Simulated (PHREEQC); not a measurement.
PHREEQC input (ion-association model, wateq4f.dat):

```
SOLUTION_MASTER_SPECIES
  An  An-  0  An  62.0  # stands for a non-complexing anion
SOLUTION_SPECIES
  An- = An-
    -log_k 0
    -gamma 3.0 0
PHASES
  Fix_H+
    H+ = H+
    -log_k 0
SOLUTION 1
  temp 25
  units mmol/kgw
  pH 7 charge
  Cl 0.0174
  Ni 0.0087
  Na 1
  An 1
END
SELECTED_OUTPUT 1
  -reset false
  -pH true
  -pe true
  -ionic_strength true
  -water true
  -totals Cl Na Ni
  -molalities Hfo_wOH Hfo_wOH2+ Hfo_wO- Hfo_sOH Hfo_sOH2+ Hfo_sO- Hfo_sONi+ Hfo_wONi+
  -saturation_indices Ni(OH)2 Halite
USER_PUNCH 1
  -headings sigma psi
  10 PUNCH EDL("sigma", "Hfo"), EDL("psi", "Hfo")
PRINT
  -reset false
USE solution 1
SURFACE 1
  Hfo_wOH 0.000314607 600 0.14
  Hfo_sOH 7.86517e-06
EQUILIBRIUM_PHASES 1
  Fix_H+ -4 HAn 10
    -force_equality true
  O2(g) -0.68 10
END
# ... the last block is repeated for the other 12 points of pH, with NaOH or the acid as the point needs
```

Selected output (columns that matter, 13 of 13 rows; pH added in front):

```
pH	mu	Na	Ni	m_Hfo_wOH	m_Hfo_wOH2+	m_Hfo_wO-	m_Hfo_sOH	m_Hfo_sOH2+	m_Hfo_sO-	m_Hfo_sONi+	si_Ni(OH)2	si_Halite	sigma	psi
4	0.0011818	0.001	8.6997e-06	0.00019698	0.00010951	8.1165e-06	4.9243e-06	2.7377e-06	2.0291e-07	2.4536e-10	-7.9276	-9.375	0.11939	0.20971
4.5	0.0010934	0.001	8.6981e-06	0.00021991	8.1023e-05	1.3674e-05	5.4965e-06	2.0251e-06	3.4176e-07	1.8248e-09	-6.9253	-9.3738	0.079302	0.1907
5	0.0010586	0.001	8.6851e-06	0.00023205	6.2968e-05	1.959e-05	5.7908e-06	1.5714e-06	4.8887e-07	1.4171e-08	-5.9249	-9.3733	0.05109	0.16898
5.5	0.0010428	0.001	8.5799e-06	0.00023778	5.1838e-05	2.4986e-05	5.8585e-06	1.2772e-06	6.1561e-07	1.139e-07	-4.9298	-9.373	0.031744	0.14502
6	0.0010328	0.001	7.8321e-06	0.00024023	4.4863e-05	2.9468e-05	5.3814e-06	1.005e-06	6.6012e-07	8.1862e-07	-3.9691	-9.3729	0.019078	0.11942
6.5	0.0010208	0.001	5.2125e-06	0.00024108	3.9688e-05	3.3548e-05	3.5804e-06	5.8943e-07	4.9824e-07	3.1971e-06	-3.1457	-9.3727	0.011164	0.093082
7	0.0010168	0.0010078	2.0685e-06	0.0002407	3.5845e-05	3.7026e-05	1.7454e-06	2.5993e-07	2.6849e-07	5.5914e-06	-2.5474	-9.3693	0.0062515	0.06608
7.5	0.0010168	0.0010143	3.995e-07	0.00023989	3.3601e-05	3.9235e-05	1.1067e-06	1.5501e-07	1.81e-07	6.4225e-06	-2.2627	-9.3665	0.003033	0.038076
8	0.0010182	0.0010177	4.6708e-08	0.00023955	3.2467e-05	4.049e-05	1.0071e-06	1.365e-07	1.7023e-07	6.5513e-06	-2.1988	-9.365	0.00068454	0.0093441
8.5	0.0010213	0.0010219	5.0284e-09	0.00023935	3.1602e-05	4.1528e-05	9.9548e-07	1.3144e-07	1.7272e-07	6.5655e-06	-2.1815	-9.3633	-0.0014621	-0.019562
9	0.0010296	0.0010313	6.0155e-10	0.00023908	3.0594e-05	4.2801e-05	9.9323e-07	1.271e-07	1.7781e-07	6.567e-06	-2.1668	-9.3594	-0.0040871	-0.048336
9.5	0.0010537	0.0010572	1.1931e-10	0.00023858	2.9128e-05	4.4767e-05	9.9103e-07	1.2099e-07	1.8595e-07	6.5672e-06	-2.1454	-9.349	-0.0080453	-0.076706
10	0.0011278	0.0011342	6.6912e-11	0.00023746	2.679e-05	4.822e-05	9.8638e-07	1.1128e-07	2.003e-07	6.5672e-06	-2.1091	-9.3196	-0.014725	-0.10426
```
